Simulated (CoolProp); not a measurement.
Properties of R245fa along the isobar 15.7 MPa.

Model: reference Helmholtz-energy equation of state, Akasaka 2015, in CoolProp.

```tsv
T (°C)	phase	Z	cv (kJ/(kg K))	expansivity (1/kK)
79.75	liquid	0.5743	1.009	2.032
90.65	liquid	0.5699	1.025	2.133
101.55	liquid	0.5666	1.041	2.245
112.45	liquid	0.5646	1.057	2.370
123.35	liquid	0.5639	1.073	2.507
134.25	liquid	0.5645	1.089	2.658
145.05	liquid	0.5664	1.105	2.822
155.95	supercritical	0.5698	1.121	3.001
166.85	supercritical	0.5748	1.138	3.191
```
